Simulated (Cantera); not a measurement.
A closed system holds: 1 mol HI, 0.048 mol H2, 0.1 mol O2, equilibrated at 3348.15 K and 100000 Pa.

Equilibrium computed with Cantera from the NASA thermochemical tables; the gas is ideal and each condensed phase is pure. Candidate condensed phases: H2O, I2; 12 gas species. Equilibrium is a limit: real reactors are often held back by kinetics, nucleation or transport.

Base state: I 0.561, H 0.160, H2 0.151, H2O 0.0634, OH 0.0284, O 0.0178, HI 0.0160, O2 0.00291 (mole fractions); condensed: gas only.

Q: What changes in the equilibrium state with this change: HI replaced by H2S?

A: 
```tsv
species	before	after
H2	0.151	0.322
H	0.160	0.234
S	0	0.186
I	0.561	0
S2	0	0.0867
SH	0	0.0702
SO	0	0.0508
HI	0.0160	0
O	0.0178	0.00377
OH	0.0284	0.00879
H2O	0.0634	0.0287
H2S	0	0.00628
SO2	0	0.00264
S2O	0	0.000328
I2	0.000199	0
O2	0.00291	0.000130
```
Further candidate phases: H2SO4, S.

Q: What changes in the equilibrium state with this change: O2 from 0.1 to 4.3 mol?

A: 
| species | before | after |
|---|---|---|
| O2 | 0.00291 | 0.487 |
| O | 0.0178 | 0.230 |
| I | 0.561 | 0.150 |
| H2 | 0.151 | 0.00519 |
| HI | 0.0160 | 0.000797 |
| H | 0.160 | 0.0297 |
| OH | 0.0284 | 0.0682 |
| H2O | 0.0634 | 0.0283 |
| HO2 | 2.41e-6 | 7.49e-5 |
| I2 | 0.000199 | 1.43e-5 |

Q: What changes in the equilibrium state with this change: HI replaced by NF3?

A: 
| species | before | after |
|---|---|---|
| F | 0 | 0.794 |
| N2 | 0 | 0.134 |
| O | 0.0178 | 0.0310 |
| I | 0.561 | 0 |
| H | 0.160 | 6.11e-5 |
| HF | 0 | 0.0262 |
| HI | 0.0160 | 0 |
| H2 | 0.151 | 2.19e-8 |
| H2O | 0.0634 | 1.61e-8 |
| OH | 0.0284 | 1.89e-5 |
| NO | 0 | 0.00589 |
| I2 | 0.000199 | 0 |
| FO | 0 | 6.63e-5 |
| F2 | 0 | 4.75e-5 |
